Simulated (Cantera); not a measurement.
A freely propagating, adiabatic, planar premixed flame of H₂ : O₂ : N₂ : H₂O = 1 : 0.746 : 3.66 : 1.1 (molar parts), equivalence ratio 0.67, unburnt at 500 K and 750 Torr; unity-Lewis-number transport, grid criteria slope 0.08 and curve 0.16, no radiation.

Cantera simulation using the H2/O2 subset of GRI-Mech 3.0, which has no nitrogen chemistry; the numbers are that mechanism's predictions, not measurements. Unity Lewis numbers drop preferential diffusion, which matters most where H2 and H carry the flame. Burning velocities carry a grid error of a few per cent, more on coarse grids. Lean hydrogen flames are cellular in practice and burn faster than this planar one.

x: mole fraction of selected species; z is measured from the peak of heat release.

```
z (mm)   T (K)  u (m/s)      x H₂    x O₂  x H₂O       x O   x H₂O₂     x HO₂
-------  -----  -------  --------  ------  -----  --------  -------  --------
-1.10      500     1.06     0.154   0.115  0.169     <1e-8  7.06e-8   2.54e-7
-0.735     502     1.07     0.153   0.115  0.169     <1e-8  5.35e-7   1.96e-6
-0.551     508     1.08     0.153   0.114  0.170     <1e-8  1.89e-6   7.13e-6
-0.367     536     1.14     0.149   0.113  0.174         …        …         …
-0.184     720     1.51     0.127   0.102  0.200   1.60e-5  2.63e-5  0.000224
-0.0918    962     1.98    0.0943  0.0860  0.238  0.000251  2.08e-5  0.000204
0            …     2.47         …       …      …         …        …         …
0.0918    1385     2.77    0.0218  0.0507  0.316   0.00249  5.68e-6   6.27e-5
0.184     1470     2.91    0.0118  0.0453  0.329   0.00231  3.91e-6   4.61e-5
0.367     1543     3.04   0.00588  0.0424  0.339   0.00136  2.12e-6   3.08e-5
0.735     1589     3.12   0.00244  0.0412  0.345  0.000553  1.06e-6   1.67e-5
1.47      1610     3.16  0.000820  0.0408  0.348  0.000183  5.06e-7   6.79e-6
2.94      1618     3.17  0.000247  0.0408  0.349   5.66e-5  2.25e-7   2.29e-6
```

What belongs in the gaps?


- -0.367, x O: 1.47e-7
- -0.367, x H₂O₂: 7.86e-6
- -0.367, x HO₂: 3.47e-5
- 0, T (K): 1222
- 0, x H₂: 0.0498
- 0, x O₂: 0.0648
- 0, x H₂O: 0.285
- 0, x O: 0.00146
- 0, x H₂O₂: 8.57e-6
- 0, x HO₂: 0.000103
